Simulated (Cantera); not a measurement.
A closed system holds: 1 mol AlN, 0.29 mol H₂O, 0.027 mol Cl₂, at 1048.15 K and 0.220 bar.

Equilibrium computed with Cantera from the NASA thermochemical tables; the gas is ideal and each condensed phase is pure. Candidate condensed phases: Al, AlCl₃, AlN, Al₂O₃, H₂O, NH₄Cl; 45 gas species. Mutual solubility and eutectic melting of coexisting phases are not modelled. Rates play no part.

Base state: H₂ 0.663, N₂ 0.243, HCl 0.0754, AlCl₃ 0.0184, NH₃ 2.51e-5 (mole fractions); condensed: AlN(s) + Al₂O₃(s).

Task: What changes in the equilibrium state with this change: H₂O from 0.29 to 0.013 mol?

Result: 
| species | before | after |
|---|---|---|
| AlCl₃ | 0.0184 | 0.362 |
| N₂ | 0.243 | 0.281 |
| H₂ | 0.663 | 0.232 |
| HCl | 0.0754 | 0.123 |
| Al₂Cl₆ | 3.92e-6 | 0.00153 |
| NH₃ | 2.51e-5 | 5.59e-6 |
| AlN(s), mol | 0.799 | 0.975 |
| Al₂O₃(s), mol | 0.0967 | 0.00433 |
